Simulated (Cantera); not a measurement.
An adiabatic, constant-pressure homogeneous reactor starts with CH4 : CO : O2 : N2 = 1 : 1.4 : 1.29 : 14.1 (molar parts), equivalence ratio 2.1, at 1375 K and 2700000 Pa. Integrator tolerance rtol = 1e-08.

Detailed kinetics in Cantera: GRI-Mech 3.0 (53 species, 325 reactions). The pressure lies above the range GRI-Mech 3.0 was tuned for (to about 10 atm).

What does this change do: pressure from 2700000 Pa to 101000 Pa?


```csv
quantity,before,after
time of steepest temperature rise,1.82 ms,21.6 ms
temperature at 2.00 s,2014 K,2012 K
equilibrium temperature,2014 K,2012 K
x(CH4) at 2.00 s,6.31e-9 (gas-phase equilibrium 6.82e-9),8.75e-12 (gas-phase equilibrium 9.70e-12)
x(CO) at 2.00 s,0.103 (gas-phase equilibrium 0.103),0.103 (gas-phase equilibrium 0.103)
x(O2) at 2.00 s,5.49e-9 (gas-phase equilibrium 5.49e-9),1.41e-7 (gas-phase equilibrium 1.41e-7)
x(H2O2) at 2.00 s,4.40e-11 (gas-phase equilibrium 4.40e-11),4.29e-11 (gas-phase equilibrium 4.29e-11)
x(HO2) at 2.00 s,1.08e-11 (gas-phase equilibrium 1.08e-11),5.37e-11 (gas-phase equilibrium 5.37e-11)
x(HCN) at 2.00 s,9.98e-7 (gas-phase equilibrium 9.94e-7),4.72e-8 (gas-phase equilibrium 3.72e-8)
```

What does this change do: pressure from 2700000 Pa to 45000 Pa?


```json
[
 {"quantity": "time of steepest temperature rise", "before": "1.82 ms", "after": "35.0 ms"},
 {"quantity": "temperature at 2.00 s", "before": "2014 K", "after": "2010 K"},
 {"quantity": "equilibrium temperature", "before": "2014 K", "after": "2010 K"},
 {"quantity": "x(CH4) at 2.00 s", "before": "6.31e-9 (gas-phase equilibrium 6.82e-9)", "after": "1.75e-12 (gas-phase equilibrium 1.92e-12)"},
 {"quantity": "x(CO) at 2.00 s", "before": "0.103 (gas-phase equilibrium 0.103)", "after": "0.103 (gas-phase equilibrium 0.103)"},
 {"quantity": "x(O2) at 2.00 s", "before": "5.49e-9 (gas-phase equilibrium 5.49e-9)", "after": "3.12e-7 (gas-phase equilibrium 3.12e-7)"},
 {"quantity": "x(H2O2) at 2.00 s", "before": "4.40e-11 (gas-phase equilibrium 4.40e-11)", "after": "4.22e-11 (gas-phase equilibrium 4.22e-11)"},
 {"quantity": "x(HO2) at 2.00 s", "before": "1.08e-11 (gas-phase equilibrium 1.08e-11)", "after": "7.88e-11 (gas-phase equilibrium 7.89e-11)"},
 {"quantity": "x(HCN) at 2.00 s", "before": "9.98e-7 (gas-phase equilibrium 9.94e-7)", "after": "2.58e-8 (gas-phase equilibrium 1.65e-8)"}
]
```

What does this change do: initial temperature 1375 to 1675 K?


```json
[
 {"quantity": "time of steepest temperature rise", "before": "1.82 ms", "after": "72.8 µs"},
 {"quantity": "temperature at 2.00 s", "before": "2014 K", "after": "2301 K"},
 {"quantity": "equilibrium temperature", "before": "2014 K", "after": "2301 K"},
 {"quantity": "x(CH4) at 2.00 s", "before": "6.31e-9 (gas-phase equilibrium 6.82e-9)", "after": "1.05e-9 (gas-phase equilibrium 1.14e-9)"},
 {"quantity": "x(CO) at 2.00 s", "before": "0.103 (gas-phase equilibrium 0.103)", "after": "0.105 (gas-phase equilibrium 0.105)"},
 {"quantity": "x(O2) at 2.00 s", "before": "5.49e-9 (gas-phase equilibrium 5.49e-9)", "after": "2.75e-7 (gas-phase equilibrium 2.75e-7)"},
 {"quantity": "x(H2O2) at 2.00 s", "before": "4.40e-11 (gas-phase equilibrium 4.40e-11)", "after": "7.36e-10 (gas-phase equilibrium 7.36e-10)"},
 {"quantity": "x(HO2) at 2.00 s", "before": "1.08e-11 (gas-phase equilibrium 1.08e-11)", "after": "5.62e-10 (gas-phase equilibrium 5.62e-10)"},
 {"quantity": "x(HCN) at 2.00 s", "before": "9.98e-7 (gas-phase equilibrium 9.94e-7)", "after": "8.78e-7 (gas-phase equilibrium 8.78e-7)"}
]
```
